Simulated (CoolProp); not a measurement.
Properties of water along the isobar 33.9 MPa (Tc = 647.1 K, pc = 22.06 MPa, ω = 0.344).

Model: reference Helmholtz-energy equation of state, Wagner 2002, in CoolProp.

```csv
T (K),phase,Z,cv (kJ/(kg K)),speed of sound (m/s),Prandtl number
385.9,liquid,(withheld),3.659,1602,1.52
395.9,liquid,0.1939,3.613,1592,1.40
405.9,liquid,0.1907,3.568,1578,(withheld)
416,liquid,0.1877,3.523,(withheld),(withheld)
426,liquid,(withheld),3.481,1546,1.12
436,liquid,0.1824,(withheld),1526,1.06
446.1,liquid,0.1801,3.399,1505,1.01
456.1,liquid,0.1781,3.361,1482,0.962
466.1,liquid,0.1762,3.324,1457,(withheld)
476.1,liquid,0.1745,(withheld),1431,0.892
```

Question: What belongs in the gaps?

Answer: 
- 385.9, Z: 0.1973
- 405.9, Prandtl number: 1.29
- 416, speed of sound (m/s): 1563
- 416, Prandtl number: 1.20
- 426, Z: 0.1849
- 436, cv (kJ/(kg K)): 3.440
- 466.1, Prandtl number: 0.924
- 476.1, cv (kJ/(kg K)): 3.288

Viscosity comes from a separate model (Huber 2009). Thermal conductivity comes from a separate model (Huber 2012).
